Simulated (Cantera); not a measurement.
A perfectly stirred reactor is fed with CH4 : H2 : O2 : N2 = 1 : 0.082 : 1.46 : 5.48 (molar parts), equivalence ratio 1.4, at 0.590 bar; it is adiabatic with a 475 K inlet, and is followed from long to short residence time, starting on the burning branch (τ in s: 0.3, 0.096, 0.031, 0.0097, 0.0031, 0.00099, 0.00031, 0.0001, 3.2e-05, 1e-05).

Detailed kinetics in Cantera: GRI-Mech 3.0 (53 species, 325 reactions).

Problem. What does this change do: inlet temperature 475 to 823 K?

Solution. 
```tsv
quantity	before	after
blow-out, bracketed by the residence times tried	burning at 0.310 ms, out at 0.100 ms	burning at 0.100 ms, out at 32.0 µs
x(CH4) at τ = 0.300 s	2.35e-5	3.33e-6
x(H2) at τ = 0.300 s	0.0617	0.0590
x(O2) at τ = 0.300 s	5.17e-5	0.000153
x(OH) at τ = 0.300 s	0.000698	0.00224
x(H) at τ = 0.300 s	0.00201	0.00432
x(CH4) at τ = 0.990 ms	0.000617	0.000218
x(H2) at τ = 0.990 ms	0.0598	0.0588
x(O2) at τ = 0.990 ms	0.00297	0.00222
x(OH) at τ = 0.990 ms	0.00222	0.00500
x(H) at τ = 0.990 ms	0.00704	0.0112
```
